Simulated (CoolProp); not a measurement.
Oxygen at 242.01 K and 8.62 MPa is compressed adiabatically to 64.1 MPa with isentropic efficiency 0.75. Each further row changes one setting.

Model: reference Helmholtz-energy equation of state, Schmidt 1985, in CoolProp.

```tsv
case	work (kJ/kg)	final temperature (K)	final density (kg/m³)
as stated	236	480.6	409
efficiency 1	177	429.4	455
efficiency 0.65	272	512.6	385
```

Above 300 K oxygen's equation is extrapolated.
